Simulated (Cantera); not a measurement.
Charge: 1 mol Si3H8, 4 mol HCl, 330 mol H2, held at 20.3 Torr.

Equilibrium computed with Cantera from the NASA thermochemical tables; the gas is ideal and each condensed phase is pure. Candidate condensed phases: Si; 19 gas species. The feed counts by its element totals alone. Rates play no part.

Q: What share of the Si ends up in condensed phases as a function of T (K), at 800, 850, 900, 950, 1000, 1050, 1100, 1150, 1200, 1250, 1300, 1350?

A: 
| T (K) | Si condensed (%) | as |
|---|---|---|
| 800 | 66.5 | Si(s) |
| 850 | 69.7 | Si(s) |
| 900 | 74.4 | Si(s) |
| 950 | 80.4 | Si(s) |
| 1000 | 86.8 | Si(s) |
| 1050 | 91.9 | Si(s) |
| 1100 | 94.8 | Si(s) |
| 1150 | 95.9 | Si(s) |
| 1200 | 96.2 | Si(s) |
| 1250 | 96.2 | Si(s) |
| 1300 | 96.1 | Si(s) |
| 1350 | 96.0 | Si(s) |
